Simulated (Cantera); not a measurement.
A Cantera script and what it prints.

```python
import numpy as np
import cantera as ct

gas_names = """
    B BCL BCL2 BCL3 BH BH2 BH3 B2 CL CL2 H HCL H2
""".split()
cond_names = """
    B(b) B(L)
""".split()


# ... load() reads the species with a 1 bar reference pressure and builds the phases ...
atoms = {
    'B': {'B': 1},
    'HCl': {'H': 1, 'CL': 1},
    'H2': {'H': 2},
    'Cl2': {'CL': 2},
}
top_T = {}  # K; cautious upper limits of use, not melting points


# ... equilibrate(T, P, feed) seeds the gas with the atoms and calls Mixture.equilibrate('TP', solver="vcs", rtol=1e-11, max_steps=5000) ...
results = []
T = 1673  # K
P = 13332.2  # Pa
for m in [0.013, 0.026, 0.049, 0.094, 0.18, 0.34, 0.65, 1.2]:
    feed = {'B': 1, 'HCl': 0.2, 'H2': 9.9, 'Cl2': m}  # mol
    mix = equilibrate(T, P, feed)
    results.append((T, P, feed, dict(zip(mix.species_names, mix.species_moles))))

top = {s: max(r[3][s] / sum(r[3][g] for g in gas_names) for r in results) for s in gas_names}
cols = sorted((s for s in top if top[s] > 0.0001), key=lambda s: -top[s])[:5]
seen = [c for c in cond_names if any(r[3].get(c, 0) > 1e-12 for r in results)]
print("log10 of partial pressures in bar; condensed amounts in mol")
print(f"{'n(Cl2)':>10s}" + "".join(f"{s[:9]:>10s}" for s in cols + seen))
for T, P, feed, n in results:
    ng = sum(n[g] for g in gas_names)
    print(f"{feed['Cl2']:10.4g}" + "".join(f"{np.log10(max(n[s] / ng * P / 1e5, 1e-99)):10.3f}" for s in cols)
          + "".join(f"{n.get(c, 0):10.4g}" for c in seen))
```

Output:

```
log10 of partial pressures in bar; condensed amounts in mol
    n(Cl2)        H2       HCL      BCL3       BCL      BCL2      B(b)
     0.013    -0.885    -2.529    -6.147    -4.893    -6.055    0.9984
     0.026    -0.886    -2.482    -6.005    -4.846    -5.960    0.9982
     0.049    -0.888    -2.410    -5.787    -4.773    -5.815    0.9979
     0.094    -0.892    -2.298    -5.445    -4.659    -5.587    0.9973
      0.18    -0.899    -2.144    -4.970    -4.501    -5.270    0.9958
      0.34    -0.913    -1.957    -4.391    -4.308    -4.884    0.9914
      0.65    -0.939    -1.748    -3.723    -4.085    -4.439    0.9747
       1.2    -0.982    -1.554    -3.079    -3.870    -4.009    0.9094
```

Method: chemical equilibrium by Gibbs-energy minimisation in Cantera with the NASA 1993 tables (ideal gas, pure condensed phases). The tables' values for BCl, BCl2, BH2 are old estimates; treat these amounts as uncertain. Gases not in the tables: BHCl2.
